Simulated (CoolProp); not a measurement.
A simple Rankine cycle with n-pentane: condensing at 301.15 K, boiler at 2.29 MPa, turbine inlet 459.9 K, turbine efficiency 0.65, pump efficiency 0.6, no recuperator. Each further row changes one setting.

The numbers come from the reference Helmholtz-energy equation of state, Thol 2019 in CoolProp.

| case | thermal efficiency (%) | net work (kJ/kg) | heat in (kJ/kg) | turbine exit temperature (K) | volume ratio over the turbine |
|---|---|---|---|---|---|
| as stated | 14.0 | 86.6 | 621 | ? | 37.5 |
| turbine inlet 479.9 K | 13.8 | ? | 680 | 414.8 | 34.8 |
| condensing temperature 293.15 K | 14.8 | ? | 639 | 386.5 | 50.2 |
| boiler pressure 1.6 MPa | 13.0 | 84.1 | ? | ? | 22.9 |
| turbine efficiency 0.55 | ? | 72.4 | 621 | 397.4 | ? |

Question: Some entries are withheld; supply them.

Answer: 
- as stated, turbine exit temperature (K): 390.7
- turbine inlet 479.9 K, net work (kJ/kg): 94.1
- condensing temperature 293.15 K, net work (kJ/kg): 94.6
- boiler pressure 1.6 MPa, heat in (kJ/kg): 648
- boiler pressure 1.6 MPa, turbine exit temperature (K): 404.7
- turbine efficiency 0.55, thermal efficiency (%): 11.7
- turbine efficiency 0.55, volume ratio over the turbine: 38.2
